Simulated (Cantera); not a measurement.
Feed: 1 mol Si2Cl6, 3.4 mol NH3, 12 mol H2, at 280 Pa.

These are equilibrium values from Cantera (NASA tables, ideal gas, pure condensed phases), not measurements of a reactor. Candidate condensed phases: NH4Cl, Si, Si3N4; 28 gas species. The feed counts by its element totals alone. Gases not in the tables: Si2H6 and higher silanes. Rates play no part.

Question: Which condensed phases are stable at each of these points (T (K)): 1048, 1148, 1248, 1348, 1448, 1548, 1648, 1748, 1848, 1948?

Answer: 
| T (K) | condensed phases | Si condensed (%) |
|---|---|---|
| 1048 | Si3N4(s) | 94.5 |
| 1148 | Si3N4(s) | 94.9 |
| 1248 | Si3N4(s) | 91.8 |
| 1348 | Si3N4(s) | 78.9 |
| 1448 | Si3N4(s) | 54.1 |
| 1548 | Si3N4(s) | 25.6 |
| 1648 | Si(s) | 17.5 |
| 1748 | Si(l) | 18.2 |
| 1848 | Si(l) | 19.1 |
| 1948 | Si(l) | 14.2 |

From 1048 K to 1548 K the condensed part is Si3N4(s). At 1648 K the condensed part is Si(s). From 1748 K to 1948 K the condensed part is Si(l).
